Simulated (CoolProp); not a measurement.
The numbers come from the reference Helmholtz-energy equation of state, Lemmon 2006 in CoolProp. It is a short technical equation, of lower accuracy than the large ones.

Question: For R142b, give the phase and the density (kg/m³), Joule-Thomson coefficient (K/MPa), viscosity (µPa s), fugacity coefficient at 243.2 K and 0.541 MPa; 243.2 K and 19.7 MPa.

Answer: 
- 243.2 K and 0.541 MPa: liquid; density 1240, Joule-Thomson coefficient -0.389, viscosity 441, fugacity coefficient 0.0739
- 243.2 K and 19.7 MPa: liquid; density 1270, Joule-Thomson coefficient -0.431, viscosity 527, fugacity coefficient 0.00433

Viscosity comes from a separate model (Huber 2003), an estimate that may be off by 10 % or more.
